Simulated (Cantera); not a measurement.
## Equilibrium for chlorosilane synthesis and conversion: Si + Cl₂ + H₂

A closed system holds: 1 mol Si, 0.95 mol Cl₂, a varied amount of H₂, held at 625 K and 4500 Torr.

These are equilibrium values from Cantera (NASA tables, ideal gas, pure condensed phases), not measurements of a reactor. Candidate condensed phases: Si; 19 gas species. Equilibrium is a limit: real reactors are often held back by kinetics, nucleation or transport.

From 0.22 mol H₂ to 14 mol H₂ the condensed part is Si(s). The main Si-bearing gas is SiCl₄ at 0.22 mol H₂ and SiHCl₃ at 14 mol H₂. The share of Si in condensed phases is highest at 0.22 mol H₂ (49.2 %) and lowest at 14 mol H₂ (42.2 %).

| n(H₂) (mol) | x H₂ | x SiCl₄ | x SiHCl₃ | x SiH₂Cl₂ | x SiH₃Cl | x HCl | x SiCl₃ | n Si(s) |
|---|---|---|---|---|---|---|---|---|
| 0.22 | 0.233 | 0.572 | 0.192 | 0.00348 | 1.27e-5 | 3.35e-5 | 1.22e-6 | 0.492 |
| 0.44 | 0.404 | 0.398 | 0.193 | 0.00504 | 2.65e-5 | 4.03e-5 | 9.30e-7 | 0.481 |
| 0.88 | 0.591 | 0.242 | 0.161 | 0.00576 | 4.14e-5 | 4.31e-5 | 6.41e-7 | 0.469 |
| 1.7 | 0.743 | 0.135 | 0.116 | 0.00541 | 5.04e-5 | 4.18e-5 | 4.14e-7 | 0.458 |
| 3.5 | 0.858 | 0.0654 | 0.0725 | 0.00434 | 5.21e-5 | 3.74e-5 | 2.40e-7 | 0.446 |
| 6.9 | 0.922 | 0.0312 | 0.0431 | 0.00323 | 4.83e-5 | 3.23e-5 | 1.38e-7 | 0.434 |
| 14 | 0.960 | 0.0139 | 0.0240 | 0.00224 | 4.19e-5 | 2.69e-5 | 7.51e-8 | 0.422 |
x: gas mole fraction; n: condensed amount in mol.
